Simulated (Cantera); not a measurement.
An isothermal, constant-pressure homogeneous reactor starts with NO : N2 = 1 : 0.27 (molar parts), at 1550 K and 0.207 atm. Integrator tolerance rtol = 1e-08.

Detailed kinetics in Cantera: GRI-Mech 3.0 (53 species, 325 reactions).

What does this change do: temperature 1550 to 2000 K?


| quantity | before | after |
|---|---|---|
| x(NO) at 10.0 s | 0.744 (gas-phase equilibrium 0.00187) | 0.0218 (gas-phase equilibrium 0.00914) |
| x(N2) at 10.0 s | 0.234 (gas-phase equilibrium 0.605) | 0.595 (gas-phase equilibrium 0.601) |
| x(O) at 10.0 s | 2.91e-6 (gas-phase equilibrium 1.08e-5) | 0.000909 (gas-phase equilibrium 0.000915) |
| x(N2O) at 10.0 s | 0.000184 (gas-phase equilibrium 4.53e-8) | 3.35e-7 (gas-phase equilibrium 2.06e-7) |
| x(NO2) at 10.0 s | 0.000522 (gas-phase equilibrium 5.39e-6) | 2.32e-5 (gas-phase equilibrium 9.81e-6) |
| x(O2) at 10.0 s | 0.0210 (gas-phase equilibrium 0.393) | 0.382 (gas-phase equilibrium 0.388) |

What does this change do: pressure from 0.207 atm to 1.38 atm?


```json
[
 {"quantity": "x(NO) at 10.0 s", "before": "0.744 (gas-phase equilibrium 0.00187)", "after": "0.569 (gas-phase equilibrium 0.00187)"},
 {"quantity": "x(N2) at 10.0 s", "before": "0.234 (gas-phase equilibrium 0.605)", "after": "0.321 (gas-phase equilibrium 0.605)"},
 {"quantity": "x(O) at 10.0 s", "before": "2.91e-6 (gas-phase equilibrium 1.08e-5)", "after": "2.24e-6 (gas-phase equilibrium 4.17e-6)"},
 {"quantity": "x(N2O) at 10.0 s", "before": "0.000184 (gas-phase equilibrium 4.53e-8)", "after": "0.000114 (gas-phase equilibrium 1.17e-7)"},
 {"quantity": "x(NO2) at 10.0 s", "before": "0.000522 (gas-phase equilibrium 5.39e-6)", "after": "0.00224 (gas-phase equilibrium 1.39e-5)"},
 {"quantity": "x(O2) at 10.0 s", "before": "0.0210 (gas-phase equilibrium 0.393)", "after": "0.107 (gas-phase equilibrium 0.393)"}
]
```
